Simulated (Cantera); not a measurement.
Cantera run:

```python
import numpy as np
import cantera as ct

gas_names = """
    C CO CO2 C2 C2O C3 C3O2 C4 C5 O O2 O3 Ti TiO TiO2
""".split()
cond_names = """
    C(gr) Ti(a) Ti(b) Ti(L) TiC(s) TiC(L) TiO(a) TiO(b) TiO(L) TiO2(ru) TiO2(L) Ti2O3(a) Ti2O3(b)
    Ti2O3(L) Ti3O5(a) Ti3O5(b) Ti3O5(L) Ti4O7(s) Ti4O7(L)
""".split()


# ... load() reads the species with a 1 bar reference pressure and builds the phases ...
atoms = {
    'Ti': {'Ti': 1},
    'CO2': {'C': 1, 'O': 2},
    'CO': {'C': 1, 'O': 1},
}
top_T = {'C(gr)': 4500}  # K; cautious upper limits of use, not melting points


# ... equilibrate(T, P, feed) seeds the gas with the atoms and calls Mixture.equilibrate('TP', solver="vcs", rtol=1e-11, max_steps=5000) ...
results = []
feed = {'Ti': 1, 'CO2': 0.031, 'CO': 2.1}  # mol
P = 10000  # Pa
for T in [1325, 1375, 1425, 1475, 1525, 1575, 1625, 1675, 1725, 1775, 1825, 1875, 1925, 1975]:
    mix = equilibrate(T, P, feed)
    results.append((T, P, feed, dict(zip(mix.species_names, mix.species_moles))))
    x = sorted(zip(gas.X, gas.species_names), reverse=True)
    print(f"T = {T:g} K  P = {P:g} Pa  gas = {mix.phase_moles(0):.4g} mol")
    print("   x: " + "  ".join(f"{s} {v:.3e}" for v, s in x if v > 0.001))
    print("   condensed (mol): " + ("  ".join(f"{mix.phase(i).name} {mix.phase_moles(i):.4g}"
          for i in range(1, mix.n_phases) if mix.phase_moles(i) > 1e-12) or "none"))
```

Result:

```
T = 1325 K  P = 10000 Pa  gas = 0.4951 mol
   x: CO 9.996e-01
   condensed (mol): C(gr) 1.636  Ti3O5(b) 0.3333
T = 1375 K  P = 10000 Pa  gas = 0.4952 mol
   x: CO 9.998e-01
   condensed (mol): C(gr) 1.636  Ti3O5(b) 0.3333
T = 1425 K  P = 10000 Pa  gas = 0.4953 mol
   x: CO 9.999e-01
   condensed (mol): C(gr) 1.636  Ti3O5(b) 0.3333
T = 1475 K  P = 10000 Pa  gas = 1.518 mol
   x: CO 9.999e-01
   condensed (mol): TiC(s) 0.6134  Ti3O5(b) 0.1289
T = 1525 K  P = 10000 Pa  gas = 1.543 mol
   x: CO 9.999e-01
   condensed (mol): TiC(s) 0.5877  Ti2O3(b) 0.2062
T = 1575 K  P = 10000 Pa  gas = 1.543 mol
   x: CO 9.999e-01
   condensed (mol): TiC(s) 0.5877  Ti2O3(b) 0.2062
T = 1625 K  P = 10000 Pa  gas = 1.543 mol
   x: CO 9.999e-01
   condensed (mol): TiC(s) 0.5877  Ti2O3(b) 0.2062
T = 1675 K  P = 10000 Pa  gas = 1.543 mol
   x: CO 9.999e-01
   condensed (mol): TiC(s) 0.5877  Ti2O3(b) 0.2062
T = 1725 K  P = 10000 Pa  gas = 1.543 mol
   x: CO 9.999e-01
   condensed (mol): TiC(s) 0.5877  Ti2O3(b) 0.2062
T = 1775 K  P = 10000 Pa  gas = 1.543 mol
   x: CO 9.999e-01
   condensed (mol): TiC(s) 0.5877  Ti2O3(b) 0.2062
T = 1825 K  P = 10000 Pa  gas = 1.543 mol
   x: CO 9.999e-01
   condensed (mol): TiC(s) 0.5877  Ti2O3(b) 0.2062
T = 1875 K  P = 10000 Pa  gas = 1.543 mol
   x: CO 9.999e-01
   condensed (mol): TiC(s) 0.5877  Ti2O3(b) 0.2062
T = 1925 K  P = 10000 Pa  gas = 1.543 mol
   x: CO 9.999e-01
   condensed (mol): TiC(s) 0.5877  Ti2O3(b) 0.2062
T = 1975 K  P = 10000 Pa  gas = 1.543 mol
   x: CO 9.999e-01
   condensed (mol): TiC(s) 0.5877  Ti2O3(b) 0.2062
```

Equilibrium computed with Cantera from the NASA thermochemical tables; the gas is ideal and each condensed phase is pure. Mutual solubility and eutectic melting of coexisting phases are not modelled. TiC: taken at fixed stoichiometry.
